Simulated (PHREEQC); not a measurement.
Solution (20 °C): 36 mmol/kgw MgSO4 and 55 mmol/kgw H2SO4. Closed to the air; pH follows from the charge balance.

Computed with PHREEQC (ion-association model, wateq4f.dat).

**Question.** The ionic strength comes out as 0.153 mol/kgw. What activity coefficients do HSO4-, Mg+2, H+, SO4-2 get?

**Answer.** HSO4- 0.75, Mg+2 0.37, H+ 0.81, SO4-2 0.33.

No solid was allowed to form. Complexes and solids missing from the database can't appear.
